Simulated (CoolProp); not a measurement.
Properties of hydrogen chloride along the isobar 0.101 MPa (Tc = 324.7 K, pc = 8.314 MPa, ω = 0.130).

Computed with CoolProp (reference Helmholtz-energy equation of state, Thol 2018).

```json
[
 {"T (K)": "313", "phase": "gas", "Z": "0.9949", "cp (kJ/(kg K))": "0.8076", "speed of sound (m/s)": "315.1", "fugacity coefficient": "0.9949"},
 {"T (K)": "335.3", "phase": "gas", "Z": "0.9959", "cp (kJ/(kg K))": "0.8055", "speed of sound (m/s)": "326.4", "fugacity coefficient": "0.9959"},
 {"T (K)": "357.5", "phase": "gas", "Z": "0.9966", "cp (kJ/(kg K))": "0.8041", "speed of sound (m/s)": "337.1", "fugacity coefficient": "0.9966"},
 {"T (K)": "379.8", "phase": "gas", "Z": "0.9972", "cp (kJ/(kg K))": "0.8034", "speed of sound (m/s)": "347.6", "fugacity coefficient": "0.9972"},
 {"T (K)": "402.1", "phase": "gas", "Z": "0.9976", "cp (kJ/(kg K))": "0.8030", "speed of sound (m/s)": "357.7", "fugacity coefficient": "0.9976"},
 {"T (K)": "424.4", "phase": "gas", "Z": "0.9980", "cp (kJ/(kg K))": "0.8030", "speed of sound (m/s)": "367.5", "fugacity coefficient": "0.9980"},
 {"T (K)": "446.6", "phase": "gas", "Z": "0.9983", "cp (kJ/(kg K))": "0.8033", "speed of sound (m/s)": "377.0", "fugacity coefficient": "0.9983"},
 {"T (K)": "468.9", "phase": "gas", "Z": "0.9986", "cp (kJ/(kg K))": "0.8038", "speed of sound (m/s)": "386.3", "fugacity coefficient": "0.9986"},
 {"T (K)": "491.2", "phase": "gas", "Z": "0.9988", "cp (kJ/(kg K))": "0.8046", "speed of sound (m/s)": "395.3", "fugacity coefficient": "0.9988"},
 {"T (K)": "513.4", "phase": "gas", "Z": "0.9989", "cp (kJ/(kg K))": "0.8057", "speed of sound (m/s)": "404.1", "fugacity coefficient": "0.9989"}
]
```
